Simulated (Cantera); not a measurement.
An adiabatic, constant-pressure homogeneous reactor starts with 21.2 % CO, 2.96 % H2, 1.65 % CH4, 15.6 % O2, 58.6 % N2, at 1075 K and 1000000 Pa.

Computed with Cantera and GRI-Mech 3.0 (53 species, 325 reactions).

x: mole fraction; the columns are a selection and need not sum to one.

| t (s) | T (K) | x CO | x H2 | x CH4 | x HCN | x HO2 | x NO | x CO2 |
|---|---|---|---|---|---|---|---|---|
| 1.00e-6 | 1075 | 0.212 | 0.0296 | 0.0165 | <1e-12 | 1.50e-9 | <1e-12 | 2.35e-9 |
| 2.51e-6 | 1075 | 0.212 | 0.0296 | 0.0165 | <1e-12 | 5.68e-9 | <1e-12 | 7.04e-9 |
| 6.31e-6 | 1075 | 0.212 | 0.0296 | 0.0165 | <1e-12 | 1.78e-8 | <1e-12 | 2.19e-8 |
| 1.58e-5 | 1075 | 0.212 | 0.0296 | 0.0165 | <1e-12 | 5.43e-8 | <1e-12 | 8.00e-8 |
| 3.98e-5 | 1075 | 0.212 | 0.0296 | 0.0165 | <1e-12 | 1.83e-7 | <1e-12 | 3.97e-7 |
| 0.000100 | 1075 | 0.212 | 0.0296 | 0.0165 | <1e-12 | 8.68e-7 | <1e-12 | 3.13e-6 |
| 0.000251 | 1076 | 0.212 | 0.0296 | 0.0165 | <1e-12 | … | <1e-12 | … |
| 0.000631 | 1134 | 0.209 | 0.0277 | 0.0152 | <1e-12 | 0.000138 | 1.45e-11 | 0.00394 |
| 0.00158 | 2764 | 0.0537 | 0.00245 | <1e-12 | … | 7.13e-6 | … | 0.198 |
| 0.00398 | 2761 | 0.0538 | 0.00246 | <1e-12 | 1.75e-9 | 6.94e-6 | 0.0103 | 0.197 |
| 0.0100 | 2761 | 0.0538 | 0.00246 | <1e-12 | 1.75e-9 | 6.94e-6 | 0.0103 | 0.197 |
| 0.0251 | 2761 | 0.0538 | 0.00246 | <1e-12 | 1.75e-9 | 6.94e-6 | 0.0103 | 0.197 |
| 0.0631 | 2761 | 0.0538 | 0.00246 | <1e-12 | 1.75e-9 | 6.94e-6 | 0.0103 | 0.197 |
| 0.158 | 2761 | 0.0538 | 0.00246 | <1e-12 | 1.75e-9 | 6.94e-6 | 0.0103 | 0.197 |
| 0.398 | 2761 | 0.0538 | 0.00246 | <1e-12 | 1.75e-9 | 6.94e-6 | 0.0103 | 0.197 |
| 1.00 | 2761 | 0.0538 | 0.00246 | <1e-12 | 1.75e-9 | 6.94e-6 | 0.0103 | 0.197 |

Question: What belongs in the gaps?

Answer: 
- 0.000251, x HO2: 1.23e-5
- 0.000251, x CO2: 6.86e-5
- 0.00158, x HCN: 1.59e-9
- 0.00158, x NO: 0.00880
